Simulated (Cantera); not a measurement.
## Hydrocarbon pyrolysis for carbon deposition

An isothermal, constant-pressure homogeneous reactor starts with 41.7 % C₂H₄, 58.3 % H₂, at 1275 K and 1330 Pa.

Computed with Cantera and GRI-Mech 3.0 (53 species, 325 reactions). GRI-Mech 3.0 was tuned for natural gas; its chemistry of ethylene as a main component is partial and can be far from experiment. GRI-Mech 3.0 stops at C3 and has no aromatics, soot or wall deposition, so with more carbon than oxygen in the feed, carbon stays in small species such as C2H2 where larger ones or solid carbon would form. Radical loss at walls, strong at low pressure, is not modelled.

| t (s) | x C₂H₄ | x H₂ | x CH₄ | x H | x C₂H₂ |
|---|---|---|---|---|---|
| 4.00e-6 | 0.417 | 0.583 | <1e-12 | 4.15e-12 | 2.41e-8 |
| 1.80e-5 | 0.417 | 0.583 | <1e-12 | 1.63e-11 | 1.08e-7 |
| 8.07e-5 | 0.417 | 0.583 | <1e-12 | 6.01e-11 | 4.87e-7 |
| 0.000362 | 0.417 | 0.583 | <1e-12 | 2.68e-10 | 2.19e-6 |
| 0.00163 | 0.417 | 0.583 | <1e-12 | 1.25e-9 | 9.83e-6 |
| 0.00731 | 0.417 | 0.583 | 1.58e-11 | 5.69e-9 | 4.43e-5 |
| 0.0328 | 0.416 | 0.583 | 1.10e-9 | 2.60e-8 | 0.000202 |
| 0.147 | 0.415 | 0.584 | 9.67e-8 | 1.45e-7 | 0.000982 |
| 0.662 | 0.403 | 0.587 | 2.00e-5 | 2.42e-6 | 0.00930 |
| 2.97 | 0.277 | 0.624 | 0.000721 | 5.26e-6 | 0.0986 |
| 13.4 | 0.0568 | 0.687 | 0.00228 | 6.22e-6 | 0.254 |
| 60.0 | 0.0106 | 0.700 | 0.00341 | 7.49e-6 | 0.286 |
x: mole fraction; the columns are a selection and need not sum to one.

Equilibrium at this temperature and pressure: C₂H₄ 0.00967, H₂ 0.659, CH₄ 0.0553, H 5.22e-6, C₂H₂ 0.276 (gas phase only).
